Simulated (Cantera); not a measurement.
Standard-state values (1 bar) from the NASA 1993 polynomials, evaluated with Cantera. Values are per mole of reaction as written; species without (g) are pure solids or liquids, kept so even where they would boil at 1 bar.

CaF2 + 2 H(g) + 2 Cl(g) ⇌ CaCl2 + 2 HF(g)

| T (K) | ΔH° (kJ) | ΔS° (J/K) | ΔG° (kJ) | log10 K | condensed phases |
|---|---|---|---|---|---|
| 300 | -793.6 | -176.3 | -740.7 | 128.97 | CaF2(s), CaCl2(s) |
| 798 | … | … | … | … | CaF2(s), CaCl2(s) |
| 948 | -812.2 | -208.6 | -614.5 | 33.86 | CaF2(s), CaCl2(s) |
| 1098 | … | … | … | … | CaF2(s), CaCl2(l) |
| 1248 | -790.0 | -187.1 | -556.4 | 23.29 | CaF2(s), CaCl2(l) |
| 1398 | … | … | … | … | CaF2(s), CaCl2(l) |
| 1548 | -803.6 | -196.7 | -499.1 | 16.84 | CaF2(s), CaCl2(l) |

Task: Fill in the missing entries.

Result: 
- 798, ΔH° (kJ): -807.6
- 798, ΔS° (J/K): -203.3
- 798, ΔG° (kJ): -645.4
- 798, log10 K: 42.24
- 1098, ΔH° (kJ): -787.4
- 1098, ΔS° (J/K): -184.9
- 1098, ΔG° (kJ): -584.3
- 1098, log10 K: 27.80
- 1398, ΔH° (kJ): -793.0
- 1398, ΔS° (J/K): -189.4
- 1398, ΔG° (kJ): -528.2
- 1398, log10 K: 19.73
